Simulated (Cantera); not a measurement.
An adiabatic, constant-volume homogeneous reactor starts with CO : H2 : CH4 : O2 : N2 = 1 : 1.3 : 0.18 : 1.01 : 3.79 (molar parts), equivalence ratio 1.5, at 1623 K and 1.00 atm.

Computed with Cantera and GRI-Mech 3.0 (53 species, 325 reactions). Above 3000 K some thermodynamic fits are extrapolated.

Q: Predict: time of steepest temperature rise; temperature at 0.300 s; equilibrium temperature; x(CO) at 0.300 s; x(H2) at 0.300 s; x(NO) at 0.300 s.

A: 
| Property | Value |
|---|---|
| time of steepest temperature rise | 14.8 µs |
| temperature at 0.300 s | 2993 K |
| equilibrium temperature | 2993 K |
| x(CO) at 0.300 s | 0.122 (gas-phase equilibrium 0.122) |
| x(H2) at 0.300 s | 0.0548 (gas-phase equilibrium 0.0548) |
| x(NO) at 0.300 s | 0.00812 (gas-phase equilibrium 0.00812) |
